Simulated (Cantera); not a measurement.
Input: 1 mol CH3SiH3, 2.8 mol HCl, 1.6 mol H2, equilibrated at 1148.15 K and 3.20 mbar.

These are equilibrium values from Cantera (NASA tables, ideal gas, pure condensed phases), not measurements of a reactor. Candidate condensed phases: C, C6H6, C7H8, C8H18, Si, SiC; 109 gas species. The feed counts by its element totals alone. The tables' values for SiCl3 are old estimates; treat these amounts as uncertain. Rates play no part.

Base state: H2 0.645, HCl 0.346, SiCl4 0.00796, SiCl3 0.000597, SiCl2 0.000494, SiHCl3 0.000298, CH4 3.16e-5 (mole fractions); condensed: C(graphite) + SiC(s).

What changes in the equilibrium state with this change: temperature from 1148.15 K to 1125 K?


```tsv
species	before	after
H2	0.645	0.652
HCl	0.346	0.336
SiCl4	0.00796	0.0108
SiCl2	0.000494	0.000379
CH4	3.16e-5	3.92e-5
C(graphite), mol	0.0684	0.0884
SiC(s), mol	0.931	0.911
```

What changes in the equilibrium state with this change: HCl from 2.8 to 0.09 mol?


```json
[
 {"species": "H2", "before": "0.645", "after": "0.981"},
 {"species": "HCl", "before": "0.346", "after": "0.0192"},
 {"species": "CH4", "before": "3.16e-5", "after": "9.05e-6"},
 {"species": "SiCl4", "before": "0.00796", "after": "2.62e-7"},
 {"species": "SiCl2", "before": "0.000494", "after": "8.05e-6"},
 {"species": "SiCl3", "before": "0.000597", "after": "4.37e-7"},
 {"species": "SiHCl3", "before": "0.000298", "after": "2.69e-7"},
 {"species": "C(graphite), mol", "before": "0.0684", "after": "0"},
 {"species": "SiC(s), mol", "before": "0.931", "after": "1.000"}
]
```
